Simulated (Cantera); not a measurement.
A freely propagating, adiabatic, planar premixed flame of CH4 : H2 : O2 : N2 = 1 : 0.06 : 1.69 : 6.36 (molar parts), unburnt at 448 K and 10.0 bar; mixture-averaged transport, grid criteria slope 0.08 and curve 0.16, no radiation.

Detailed kinetics in Cantera: GRI-Mech 3.0 (53 species, 325 reactions). Burning velocities carry a grid error of a few per cent, more on coarse grids.

How do the results move with these cheaper or finer settings: unity-Lewis-number transport; multicomponent transport; multicomponent+Soret transport; grid criteria slope 0.5, curve 1; grid criteria slope 0.25, curve 0.5; grid criteria slope 0.03, curve 0.06?


| setting | laminar burning velocity | thermal thickness | peak x(C2H) | peak x(HCN) | grid points |
|---|---|---|---|---|---|
| as above | 24.0 cm/s | 0.0962 mm | 8.72e-7 | 2.39e-5 | 133 |
| unity-Lewis-number transport | 17.6 cm/s | 0.122 mm | 8.29e-7 | 2.84e-5 | 135 |
| multicomponent transport | 24.2 cm/s | 0.0976 mm | 8.81e-7 | 2.40e-5 | 134 |
| multicomponent+Soret transport | 24.4 cm/s | 0.0957 mm | 8.68e-7 | 2.33e-5 | 140 |
| grid criteria slope 0.5, curve 1 | 26.5 cm/s | 0.105 mm | 8.53e-7 | 2.37e-5 | 36 |
| grid criteria slope 0.25, curve 0.5 | 24.9 cm/s | 0.0994 mm | 8.61e-7 | 2.37e-5 | 56 |
| grid criteria slope 0.03, curve 0.06 | 23.7 cm/s | 0.0954 mm | 8.74e-7 | 2.40e-5 | 335 |
The base run took roughly 12 core-seconds.
Unity Lewis numbers drop preferential diffusion, which matters most where H2 and H carry the flame; Soret adds thermal diffusion.
